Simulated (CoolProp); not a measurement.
Values from CoolProp's reference Helmholtz-energy equation of state, Smukala 2000.

**Question.** Give the vapour pressure (bar), enthalpy of vaporisation (kJ/kg), liquid cp (kJ/(kg K)), surface tension (mN/m) of saturated ethylene at 230.6, 239.6 K.

**Answer.** 
```csv
T (K),p (bar),enthalpy of vaporisation (kJ/kg),liquid cp (kJ/(kg K)),surface tension (mN/m)
230.6,13.4,365,2.85,6.55
239.6,17.5,339,3.03,5.24
```

Surface tension comes from a separate correlation (Mulero 2012).
